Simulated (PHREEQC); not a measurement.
A solution holds 14 mmol/kgw NaHSO4 and 130 mmol/kgw NaF, at 25 °C and 50 atm. Closed to the air; pH follows from the charge balance.

Equilibrium calculation in PHREEQC: ion-association model, phreeqc.dat.

```
quantity                   before    after
------------------------  -------  -------
pH                           4.05     4.83
ionic strength (mol/kgw)    0.148    0.130
Na+ (mol/kgw)               0.137    0.127
F- (mol/kgw)                0.108    0.121
NaF (mol/kgw)             0.00450  0.00486
```

**Question.** What was changed between the two runs?
A. NaF from 0.13 to 0.26 mol/kgw
B. NaHSO4 replaced by NaHCO3 at the same molality
C. diluted 5-fold with water
D. NaHSO4 replaced by KHSO4 at the same molality
E. NaHSO4 from 0.014 to 0.0028 mol/kgw

**Answer.** E, NaHSO4 from 0.014 to 0.0028 mol/kgw

No solid was allowed to form. Under pressure, the constants of complexes without a molar volume in the database are unreliable.
